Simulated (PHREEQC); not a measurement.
## Brine (model solution)

Consider water at 25 °C and 500 atm with 0.54 mol/kgw K2CO3, 0.03 mol/kgw K2SO4 and 0.072 mol/kgw KBr. Closed to the air; pH follows from the charge balance.

Model: Pitzer model, pitzer.dat, run in PHREEQC.

Precipitation was switched off in this run.

Q: Predict the pH.

A: pH 11.53.

Q: In which forms is C present?

A: CO3-2 99 %, HCO3- 1.0 % of the C.

In brines, pH and single-ion activities rest on the MacInnes convention. Under pressure, the constants of complexes without a molar volume in the database are unreliable.
